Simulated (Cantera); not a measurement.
A closed system holds: 1 mol CaF2, 0.18 mol H2, at 1550 K and 1.33 mbar.

Equilibrium computed with Cantera from the NASA thermochemical tables; the gas is ideal and each condensed phase is pure. Candidate condensed phases: Ca, CaF2; 15 gas species. Rates play no part.

Base state: H2 0.991, CaF2 0.00456, HF 0.00196, H 0.000859, CaF 0.000744, Ca 0.000608 (mole fractions); condensed: CaF2(s).

What changes in the equilibrium state with this change: temperature from 1550 K to 2025 K?


```
species         before    after
------------  --------  -------
CaF2           0.00456    0.734
H2               0.991   0.0961
HF             0.00196   0.0816
CaF           0.000744   0.0627
H             0.000859   0.0163
Ca            0.000608  0.00942
CaF2(s), mol     0.999        0
```

What changes in the equilibrium state with this change: CaF2 replaced by KCl?


| species | before | after |
|---|---|---|
| KCl | 0 | 0.832 |
| H2 | 0.991 | 0.147 |
| K | 0 | 0.00989 |
| CaF2 | 0.00456 | 0 |
| HCl | 0 | 0.00987 |
| HF | 0.00196 | 0 |
| K2Cl2 | 0 | 0.00123 |
| CaF2(s), mol | 0.999 | 0 |
Further candidate phases: K, KCl.
